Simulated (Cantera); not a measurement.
A Cantera script and what it prints.

```python
import numpy as np
import cantera as ct

gas_names = """
    H HO2 H2 H2O H2O2 O OH O2 O3 Ti TiO TiO2
""".split()
cond_names = """
    H2O(s) H2O(L) Ti(a) Ti(b) Ti(L) TiO(a) TiO(b) TiO(L) TiO2(ru) TiO2(L) Ti2O3(a) Ti2O3(b) Ti2O3(L)
    Ti3O5(a) Ti3O5(b) Ti3O5(L) Ti4O7(s) Ti4O7(L)
""".split()


# ... load() reads the species with a 1 bar reference pressure and builds the phases ...
atoms = {
    'TiO2': {'Ti': 1, 'O': 2},
    'H2': {'H': 2},
    'H2O': {'H': 2, 'O': 1},
}
top_T = {}  # K; cautious upper limits of use, not melting points


# ... equilibrate(T, P, feed) seeds the gas with the atoms and calls Mixture.equilibrate('TP', solver="vcs", rtol=1e-11, max_steps=5000) ...
results = []
T = 1600  # K
P = 1000  # Pa
for m in [0.44, 0.84, 1.6, 3.1, 5.9, 11, 21, 41, 78, 150, 290, 550]:
    feed = {'TiO2': 1, 'H2': m, 'H2O': 0.12}  # mol
    mix = equilibrate(T, P, feed)
    results.append((T, P, feed, dict(zip(mix.species_names, mix.species_moles))))
    x = sorted(zip(gas.X, gas.species_names), reverse=True)
    print(f"T = {T:g} K  P = {P:g} Pa  n(H2) = {m:g} mol  gas = {mix.phase_moles(0):.4g} mol")
    print("   x: " + "  ".join(f"{s} {v:.3e}" for v, s in x if v > 1e-05))
    print("   condensed (mol): " + ("  ".join(f"{mix.phase(i).name} {mix.phase_moles(i):.4g}"
          for i in range(1, mix.n_phases) if mix.phase_moles(i) > 1e-12) or "none"))
```

Result:

```
T = 1600 K  P = 1000 Pa  n(H2) = 0.44 mol  gas = 0.5601 mol
   x: H2 7.853e-01  H2O 2.142e-01  H 4.818e-04
   condensed (mol): TiO2(ru) 1
T = 1600 K  P = 1000 Pa  n(H2) = 0.84 mol  gas = 0.9602 mol
   x: H2 8.745e-01  H2O 1.250e-01  H 5.084e-04
   condensed (mol): TiO2(ru) 1
T = 1600 K  P = 1000 Pa  n(H2) = 1.6 mol  gas = 1.72 mol
   x: H2 9.297e-01  H2O 6.975e-02  H 5.242e-04
   condensed (mol): TiO2(ru) 1
T = 1600 K  P = 1000 Pa  n(H2) = 3.1 mol  gas = 3.221 mol
   x: H2 9.622e-01  H2O 3.726e-02  H 5.333e-04
   condensed (mol): TiO2(ru) 1
T = 1600 K  P = 1000 Pa  n(H2) = 5.9 mol  gas = 6.022 mol
   x: H2 9.685e-01  H2O 3.101e-02  H 5.350e-04
   condensed (mol): TiO2(ru) 0.733  Ti4O7(s) 0.06676
T = 1600 K  P = 1000 Pa  n(H2) = 11 mol  gas = 11.12 mol
   x: H2 9.685e-01  H2O 3.101e-02  H 5.350e-04
   condensed (mol): TiO2(ru) 0.1001  Ti4O7(s) 0.225
T = 1600 K  P = 1000 Pa  n(H2) = 21 mol  gas = 21.13 mol
   x: H2 9.819e-01  H2O 1.751e-02  H 5.388e-04
   condensed (mol): Ti4O7(s) 0.25
T = 1600 K  P = 1000 Pa  n(H2) = 41 mol  gas = 41.13 mol
   x: H2 9.899e-01  H2O 9.586e-03  H 5.409e-04
   condensed (mol): Ti3O5(b) 0.09725  Ti4O7(s) 0.1771
T = 1600 K  P = 1000 Pa  n(H2) = 78 mol  gas = 78.14 mol
   x: H2 9.937e-01  H2O 5.801e-03  H 5.420e-04
   condensed (mol): Ti3O5(b) 0.3333
T = 1600 K  P = 1000 Pa  n(H2) = 150 mol  gas = 150.2 mol
   x: H2 9.964e-01  H2O 3.019e-03  H 5.427e-04
   condensed (mol): Ti3O5(b) 0.3333
T = 1600 K  P = 1000 Pa  n(H2) = 290 mol  gas = 290.2 mol
   x: H2 9.979e-01  H2O 1.562e-03  H 5.431e-04
   condensed (mol): Ti3O5(b) 0.3333
T = 1600 K  P = 1000 Pa  n(H2) = 550 mol  gas = 550.3 mol
   x: H2 9.986e-01  H2O 8.238e-04  H 5.433e-04
   condensed (mol): Ti3O5(b) 0.3333
```

These are equilibrium values from Cantera (NASA tables, ideal gas, pure condensed phases), not measurements of a reactor. Mutual solubility and eutectic melting of coexisting phases are not modelled. Condensed phases not in the tables: Magnéli phases beyond Ti4O7.
